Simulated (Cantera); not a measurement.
Feed: 1 mol SiF4, 10 mol NH3, 6.8 mol H2, at 902 °C and 10.0 mbar.

Equilibrium computed with Cantera from the NASA thermochemical tables; the gas is ideal and each condensed phase is pure. Candidate condensed phases: Si, Si3N4; 37 gas species. The tables' values for SiF3 are old estimates; treat these amounts as uncertain. Kinetics and transport are ignored.

Q: What is the equilibrium state?

A: 
```
Item                                   Result
--------------------------------  -----------
x(H2)                                   0.783
x(N2)                                   0.180
x(SiF4)                                0.0351
x(HF)                                 0.00188
x(SiHF3)                             0.000360
x(SiF3)                              0.000205
x(SiH2F2)                             1.83e-6
x(SiF2)                               1.41e-6
x(H)                                  1.08e-6
n(Si3N4(s))                       0.00303 mol
gas amount                          27.81 mol
log10 activity of Si(s) (absent)        -3.43
```
